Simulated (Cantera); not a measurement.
A perfectly stirred reactor is fed with NH₃ : H₂ = 1 : 1.4 (molar parts), at 0.570 bar; it is held at 1825 K, and followed from long to short residence time.

Model: the gas-phase N/H chemistry of the illustrative SiF4/NH3 mechanism in the Surface Chemkin manual (1991), integrated in Cantera. Walls and surfaces, which speed up NH3 decomposition in real reactors, are not modelled.

What does this change do: pressure from 0.570 bar to 0.900 bar?


| quantity | before | after |
|---|---|---|
| x(NH₃) at τ = 2.20 s | 0.0971 | 0.0830 |
| x(H₂) at τ = 2.20 s | 0.790 | 0.799 |
| x(N₂H₂) at τ = 2.20 s | 1.17e-7 | 7.72e-8 |
| x(N₂) at τ = 2.20 s | 0.113 | 0.118 |
| x(N) at τ = 2.20 s | 1.13e-7 | 8.64e-8 |
| x(NH₃) at τ = 33.0 ms | 0.391 | 0.381 |
| x(H₂) at τ = 33.0 ms | 0.599 | 0.606 |
| x(N₂H₂) at τ = 33.0 ms | 7.62e-7 | 6.83e-7 |
| x(N₂) at τ = 33.0 ms | 0.00880 | 0.0125 |
| x(N) at τ = 33.0 ms | 1.17e-7 | 1.08e-7 |
